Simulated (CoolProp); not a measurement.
Properties of R123 along the isotherm 478 K.

Values from CoolProp's reference Helmholtz-energy equation of state, Younglove 1994. It is a modified Benedict-Webb-Rubin equation, recast in Helmholtz form.

| p (bar) | phase | Z | cp (kJ/(kg K)) | Joule-Thomson coefficient (K/MPa) | conductivity (mW/(m K)) | Prandtl number | fugacity coefficient |
|---|---|---|---|---|---|---|---|
| 0.174 | gas | 0.9986 | 0.8502 | 8.862 | 19.5 | 0.726 | 0.9986 |
| 0.255 | gas | 0.9980 | 0.8505 | 8.867 | 19.5 | 0.726 | 0.9980 |
| 0.374 | gas | 0.9970 | 0.8509 | 8.875 | 19.5 | 0.726 | 0.9970 |
| 0.549 | gas | 0.9956 | 0.8515 | 8.886 | 19.5 | 0.726 | 0.9956 |
| 0.806 | gas | 0.9935 | 0.8524 | 8.903 | 19.5 | 0.726 | 0.9936 |
| 1.18 | gas | 0.9905 | 0.8537 | 8.927 | 19.5 | 0.726 | 0.9906 |
| 1.74 | gas | 0.9860 | 0.8558 | 8.965 | 19.6 | 0.726 | 0.9861 |
| 2.55 | gas | 0.9793 | 0.8588 | 9.021 | 19.7 | 0.726 | 0.9797 |
| 3.74 | gas | 0.9695 | 0.8633 | 9.105 | 19.8 | 0.726 | 0.9703 |
| 5.49 | gas | 0.9548 | 0.8705 | 9.236 | 19.9 | 0.728 | 0.9565 |
| 8.06 | gas | 0.9327 | 0.8821 | 9.443 | 20.2 | 0.731 | 0.9363 |
| 11.8 | gas | 0.8991 | 0.9016 | 9.781 | 20.6 | 0.740 | 0.9072 |
| 17.4 | gas | 0.8456 | 0.9394 | 10.38 | 21.3 | 0.763 | 0.8640 |
| 25.5 | gas | 0.7589 | 1.026 | 11.51 | 22.6 | 0.835 | 0.8023 |
| 37.4 | supercritical | 0.5972 | 1.381 | 13.92 | 25.9 | 1.19 | 0.7119 |
| 54.9 | supercritical | 0.3043 | 2.284 | 6.289 | 39.5 | 3.33 | 0.5738 |

Viscosity comes from a separate model (Tanaka 1996). Thermal conductivity comes from a separate model (Laesecke 1996).
